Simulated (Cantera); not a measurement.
A Cantera script and its output.

```python
import numpy as np
import cantera as ct

gas = ct.Solution("gri30.yaml")
gas.TPX = 1573, 97000, {'CH4': 1, 'O2': 1.67, 'N2': 6.27, 'H2O': 0.11}
reactor = ct.IdealGasReactor(gas, energy="on", clone=False)
net = ct.ReactorNet([reactor])
net.rtol, net.atol = 1e-08, 1e-16
show = ['CH4', 'O2', 'O', 'NO', 'H', 'CO2', 'N2O']
times = np.geomspace(6e-06, 2, 10)

steps = ct.SolutionArray(gas, extra=["t"])
rows = []
print(f"{'t/s':>10s}{'T/K':>9s}{'P/Pa':>11s}" + "".join(f"{s:>11s}" for s in show))
for t in times:
    while net.time < t:
        t_next = net.step()
        steps.append(gas.state, t=t_next)
    rows.append([np.interp(t, steps.t, y) for y in (steps.T, steps.P, *steps(*show).X.T)])
    print(f"{t:10.3e}{rows[-1][0]:9.1f}{rows[-1][1]:11.4g}" + "".join(f"{x:11.3e}" for x in rows[-1][2:]))
rate = np.gradient(steps.T, steps.t)
print("integrator steps:", len(steps.t))
if steps.T.max() > steps.T[0] + 200:
    print(f"time of steepest temperature rise: {steps.t[rate.argmax()]:.4e} s")
gas.TPX = 1573, 97000, {'CH4': 1, 'O2': 1.67, 'N2': 6.27, 'H2O': 0.11}
gas.equilibrate("UV")
print(f"equilibrium (UV): T = {gas.T:.1f} K  " + "  ".join(f"{s} {gas[s].X[0]:.3e}" for s in show))
```

It prints:

```
       t/s      T/K       P/Pa        CH4         O2          O         NO          H        CO2        N2O
 6.000e-06   1573.0    9.7e+04  1.105e-01  1.845e-01  1.654e-08  2.802e-15  4.163e-08  1.199e-11  3.244e-12
 2.465e-05   1572.9    9.7e+04  1.105e-01  1.845e-01  3.237e-08  1.933e-14  5.575e-08  6.248e-10  4.039e-11
 1.013e-04   1572.9    9.7e+04  1.103e-01  1.845e-01  1.482e-07  2.604e-13  1.766e-07  7.476e-08  4.302e-10
 4.160e-04   1589.4  9.809e+04  1.060e-01  1.818e-01  1.734e-06  1.217e-11  4.013e-06  1.962e-05  5.409e-09
 1.709e-03   2935.6  1.958e+05  6.408e-14  1.035e-02  6.608e-03  8.683e-03  1.844e-02  3.592e-02  6.215e-07
 7.021e-03   2935.4  1.958e+05  6.423e-14  1.032e-02  6.592e-03  8.807e-03  1.843e-02  3.591e-02  6.244e-07
 2.884e-02   2935.4  1.958e+05  6.423e-14  1.032e-02  6.592e-03  8.807e-03  1.843e-02  3.591e-02  6.244e-07
 1.185e-01   2935.4  1.958e+05  6.423e-14  1.032e-02  6.592e-03  8.807e-03  1.843e-02  3.591e-02  6.244e-07
 4.868e-01   2935.4  1.958e+05  6.423e-14  1.032e-02  6.592e-03  8.807e-03  1.843e-02  3.591e-02  6.244e-07
 2.000e+00   2935.4  1.958e+05  6.423e-14  1.032e-02  6.592e-03  8.807e-03  1.843e-02  3.591e-02  6.244e-07
integrator steps: 1826
time of steepest temperature rise: 6.2196e-04 s
equilibrium (UV): T = 2935.4 K  CH4 8.118e-14  O2 1.032e-02  O 6.592e-03  NO 8.807e-03  H 1.843e-02  CO2 3.591e-02  N2O 6.244e-07
```

Cantera simulation using GRI-Mech 3.0 (53 species, 325 reactions); the numbers are that mechanism's predictions, not measurements.
